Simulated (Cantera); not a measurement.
A perfectly stirred reactor is fed with CH4 : O2 : N2 = 1 : 1.25 : 7.75 (molar parts), equivalence ratio 1.6, at 2.00 bar; it is adiabatic with a 748 K inlet, and is followed from long to short residence time, starting on the burning branch (τ in s: 0.14, 0.05, 0.018, 0.0067, 0.0024, 0.00088, 0.00032, 0.00012, 4.3e-05, 1.6e-05).

Computed with Cantera and GRI-Mech 3.0 (53 species, 325 reactions).

Task: Predict: blow-out, bracketed by the residence times tried; x(CH4) at τ = 0.140 s; x(O2) at τ = 0.140 s; x(NO) at τ = 0.140 s; x(H2O2) at τ = 0.140 s; x(C2H) at τ = 0.140 s; x(CH4) at τ = 0.880 ms; x(O2) at τ = 0.880 ms.

Result: 
```
Item                                                                           Result
------------------------------------------------  -----------------------------------
blow-out, bracketed by the residence times tried  burning at 2.40 ms, out at 0.880 ms
x(CH4) at τ = 0.140 s                                                         0.00374
x(O2) at τ = 0.140 s                                                         0.000333
x(NO) at τ = 0.140 s                                                          5.30e-6
x(H2O2) at τ = 0.140 s                                                        3.13e-9
x(C2H) at τ = 0.140 s                                                         4.66e-8
x(CH4) at τ = 0.880 ms                                                          0.100
x(O2) at τ = 0.880 ms                                                           0.125
```
